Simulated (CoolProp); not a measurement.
Vapour-liquid equilibrium of acetone (1) + water (2) at 76.1 kPa; x and y are mole fractions of (1).

Computed with CoolProp (multi-fluid Helmholtz-energy mixture model, Lemmon 2006 and Wagner 2002; pair parameters Bell 2016).

**Question.** Give the bubble temperature and the first vapour's composition at x = 0.575, 0.65, 0.95. Is there an azeotrope?

**Answer.** x = 0.575: 325.2 K, y = 0.846; x = 0.65: 324.7 K, y = 0.856; x = 0.95: 321.6 K, y = 0.969. No azeotrope shows between x = 0.05 and 0.95.

Pair parameters are fitted to limited data, so mixtures are less certain than the pure fluids. With so large a gap from Raoult's law the liquid may split in two, which this calculation doesn't test in full.
